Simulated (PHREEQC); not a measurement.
## Nickel, zinc or cadmium bath (model solution)

A solution holds 0.075 mol CdCl2 and 0.00017 mol NaCl per kg of water, at 25 °C. Closed to the air; pH follows from the charge balance.

Model: ion-association model, phreeqc.dat, run in PHREEQC.

```json
{
  "pH": "5.44",
  "ionic_strength": "0.0988 mol/kgw",
  "density": "1.009 g/cm³"
}
```

```json
[
 {"species": "Cl-", "molality": "0.0814", "activity": "0.0625", "log γ": "-0.115"},
 {"species": "CdCl+", "molality": "0.0481", "activity": "0.0376", "log γ": "-0.107"},
 {"species": "Cd+2", "molality": "0.0169", "activity": "0.00630", "log γ": "-0.427"},
 {"species": "CdCl2", "molality": "0.00958", "activity": "0.00980", "log γ": "0.010"},
 {"species": "CdCl3-", "molality": "0.000494", "activity": "0.000386", "log γ": "-0.107"},
 {"species": "Na+", "molality": "0.000170", "activity": "0.000134", "log γ": "-0.105"},
 {"species": "H+", "molality": "4.40e-6", "activity": "3.63e-6", "log γ": "-0.083"},
 {"species": "CdOHCl", "molality": "4.17e-6", "activity": "4.26e-6", "log γ": "0.010"},
 {"species": "CdOH+", "molality": "1.84e-7", "activity": "1.44e-7", "log γ": "-0.107"},
 {"species": "Cd2OH+3", "molality": "4.06e-8", "activity": "4.44e-9", "log γ": "-0.962"},
 {"species": "OH-", "molality": "3.65e-9", "activity": "2.78e-9", "log γ": "-0.118"}
]
```

No solid was allowed to form. Complexes and solids missing from the database can't appear.
